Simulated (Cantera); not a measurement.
Input (Python, Cantera) and output of one run.

```python
import numpy as np
import cantera as ct

gas_names = """
    H HO2 H2 H2O H2O2 H2S H2SO4 O OH O2 O3 S SH SO SO2 SO3 S2 S2O S8
""".split()
cond_names = """
    H2O(s) H2O(L) H2SO4(L) S(cr1) S(cr2) S(L)
""".split()


def load(file, names, dense=False):
    # The tables refer to 1 bar. Condensed volumes are neglected.
    table = {s.name: s for s in ct.Species.list_from_file(file)}
    out = []
    for n in names:
        d = dict(table[n].input_data)
        d["thermo"] = dict(d["thermo"], **{"reference-pressure": 1e5})
        if dense:
            d["equation-of-state"] = {"model": "constant-volume", "density": "1e6 g/cm^3"}
        out.append(ct.Species.from_dict(d))
    return out


gas = ct.Solution(thermo="ideal-gas", species=load("nasa_gas.yaml", gas_names))
cond = {s.name: ct.Solution(thermo="fixed-stoichiometry", species=[s], name=s.name)
        for s in load("nasa_condensed.yaml", cond_names, dense=True)}
atoms = {
    'H2S': {'H': 2, 'S': 1},
    'SO2': {'S': 1, 'O': 2},
    'H2': {'H': 2},
}
top_T = {}  # K; cautious upper limits of use, not melting points


def equilibrate(T, P, feed):
    n = {}
    for name, mol in feed.items():
        for a, k in atoms[name].items():
            n[a] = n.get(a, 0.0) + k * mol
    gas.TPX = T, P, n
    mass = sum(n.values()) * gas.mean_molecular_weight
    gas.equilibrate("TP")
    valid = [c for c in cond.values() if c.min_temp <= T <= top_T.get(c.name, c.max_temp)]
    mix = ct.Mixture([(gas, mass / gas.mean_molecular_weight)] + [(c, 0.0) for c in valid])
    mix.T, mix.P = T, P
    mix.equilibrate("TP", solver="vcs", rtol=1e-11, max_steps=5000)
    return mix


results = []
T = 2575  # K
P = 120000  # Pa
for m in [0.061, 0.1, 0.14, 0.18, 0.22, 0.26, 0.3, 0.34, 0.38]:
    feed = {'H2S': 1, 'SO2': m, 'H2': 0.13}  # mol
    mix = equilibrate(T, P, feed)
    results.append((T, P, feed, dict(zip(mix.species_names, mix.species_moles))))
    x = sorted(zip(gas.X, gas.species_names), reverse=True)
    print(f"T = {T:g} K  P = {P:g} Pa  n(SO2) = {m:g} mol  gas = {mix.phase_moles(0):.4g} mol")
    print("   x: " + "  ".join(f"{s} {v:.3e}" for v, s in x if v > 0.001))
    print("   condensed (mol): " + ("  ".join(f"{mix.phase(i).name} {mix.phase_moles(i):.4g}"
          for i in range(1, mix.n_phases) if mix.phase_moles(i) > 1e-12) or "none"))
```

It prints:

```
T = 2575 K  P = 120000 Pa  n(SO2) = 0.061 mol  gas = 1.672 mol
   x: H2 5.236e-01  S2 2.384e-01  SH 6.782e-02  H2O 5.735e-02  H2S 4.910e-02  S 2.652e-02  H 2.288e-02  SO 1.188e-02  SO2 1.296e-03
   condensed (mol): none
T = 2575 K  P = 120000 Pa  n(SO2) = 0.1 mol  gas = 1.703 mol
   x: H2 4.849e-01  S2 2.412e-01  H2O 8.843e-02  SH 6.565e-02  H2S 4.574e-02  S 2.668e-02  H 2.202e-02  SO 1.989e-02  SO2 3.614e-03
   condensed (mol): none
T = 2575 K  P = 120000 Pa  n(SO2) = 0.14 mol  gas = 1.737 mol
   x: H2 4.493e-01  S2 2.428e-01  H2O 1.159e-01  SH 6.341e-02  H2S 4.252e-02  SO 2.823e-02  S 2.677e-02  H 2.119e-02  SO2 7.253e-03  S2O 1.326e-03  OH 1.231e-03
   condensed (mol): none
T = 2575 K  P = 120000 Pa  n(SO2) = 0.18 mol  gas = 1.771 mol
   x: H2 4.176e-01  S2 2.433e-01  H2O 1.392e-01  SH 6.119e-02  H2S 3.956e-02  SO 3.651e-02  S 2.680e-02  H 2.043e-02  SO2 1.212e-02  S2O 1.717e-03  OH 1.534e-03
   condensed (mol): none
T = 2575 K  P = 120000 Pa  n(SO2) = 0.22 mol  gas = 1.807 mol
   x: H2 3.895e-01  S2 2.428e-01  H2O 1.587e-01  SH 5.903e-02  SO 4.459e-02  H2S 3.685e-02  S 2.677e-02  H 1.973e-02  SO2 1.810e-02  S2O 2.095e-03  OH 1.811e-03
   condensed (mol): none
T = 2575 K  P = 120000 Pa  n(SO2) = 0.26 mol  gas = 1.844 mol
   x: H2 3.645e-01  S2 2.415e-01  H2O 1.749e-01  SH 5.695e-02  SO 5.238e-02  H2S 3.439e-02  S 2.670e-02  SO2 2.505e-02  H 1.909e-02  S2O 2.454e-03  OH 2.064e-03
   condensed (mol): none
T = 2575 K  P = 120000 Pa  n(SO2) = 0.3 mol  gas = 1.882 mol
   x: H2 3.422e-01  S2 2.395e-01  H2O 1.883e-01  SO 5.981e-02  SH 5.496e-02  SO2 3.279e-02  H2S 3.216e-02  S 2.659e-02  H 1.850e-02  S2O 2.791e-03  OH 2.293e-03
   condensed (mol): none
T = 2575 K  P = 120000 Pa  n(SO2) = 0.34 mol  gas = 1.92 mol
   x: H2 3.224e-01  S2 2.370e-01  H2O 1.993e-01  SO 6.684e-02  SH 5.306e-02  SO2 4.116e-02  H2S 3.014e-02  S 2.645e-02  H 1.795e-02  S2O 3.102e-03  OH 2.500e-03
   condensed (mol): none
T = 2575 K  P = 120000 Pa  n(SO2) = 0.38 mol  gas = 1.959 mol
   x: H2 3.046e-01  S2 2.342e-01  H2O 2.082e-01  SO 7.346e-02  SH 5.127e-02  SO2 5.003e-02  H2S 2.831e-02  S 2.629e-02  H 1.745e-02  S2O 3.389e-03  OH 2.687e-03
   condensed (mol): none
```

Equilibrium computed with Cantera from the NASA thermochemical tables; the gas is ideal and each condensed phase is pure.
